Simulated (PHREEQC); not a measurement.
A PHREEQC input (ion-association model, wateq4f.dat):

```
SOLUTION 1
  temp 25
  units mol/kgw
  pH 6.89
  pe 11.5
  Na 4.39
  K 2.21
  Ca 4.3
  Mg 0.16
  Cl 7.64
  S(6) 0.788 as SO4
  Alkalinity 14.7 as HCO3
  Li 0.00874
END
USE solution 1
EQUILIBRIUM_PHASES 1
  Quartz 0 0.5
  CO2(g) -2 10
END
```

The run finishes without an error or a warning.

Its last state differs from that of the intended input:

```csv
quantity,as run,intended
pH,9.48,6.19
ionic strength (mol/kgw),9.14,0.000596
CO2 (mol/kgw),4.15e-5,0.000340
HCO3- (mol/kgw),0.551,0.000241
CaHCO3+ (mol/kgw),1.59,2.94e-7
CaSO4 (mol/kgw),0.0661,1.38e-7
SI of Quartz (SiO2),+0.00,-0.00
```

### Question
One thing in the input isn't as intended. What explains the difference?

### Answer
One answer among several that fit: The fault: the units line changed with the numbers kept. The line should read `units mg/L` where the input has `units mol/kgw`.
